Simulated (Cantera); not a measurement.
Input: 1 mol Ca(OH)2, 6.5 mol O2, equilibrated at 1402 °C and 0.180 bar.

Equilibrium computed with Cantera from the NASA thermochemical tables; the gas is ideal and each condensed phase is pure. Candidate condensed phases: Ca, CaO, Ca(OH)2, H2O; 14 gas species. Kinetics and transport are ignored.

**Question.** What is the equilibrium state?

**Answer.** 
```
Quantity                             Result
--------------------------------  ---------
x(O2)                                 0.866
x(H2O)                                0.133
x(OH)                              0.000772
x(O)                                7.49e-5
x(H2)                               5.19e-6
x(HO2)                              1.30e-6
n(CaO(s))                         1.000 mol
gas amount                        7.502 mol
log10 activity of Ca(l) (absent)     -13.82
```
